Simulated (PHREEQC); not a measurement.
Consider water at 25 °C with 0.0019 mol/kgw H2SO4 and 0.0021 mol/kgw CuSO4. Closed to the air; pH follows from the charge balance.

Model: ion-association model, wateq4f.dat, run in PHREEQC.

### Question
The ionic strength comes out as 0.0111 mol/kgw. What activity coefficients do SO4-2, H+, HSO4-, Cu+2 get?

### Answer
SO4-2 0.65, H+ 0.91, HSO4- 0.90, Cu+2 0.66.

Precipitation was switched off in this run. Complexes and solids missing from the database can't appear.
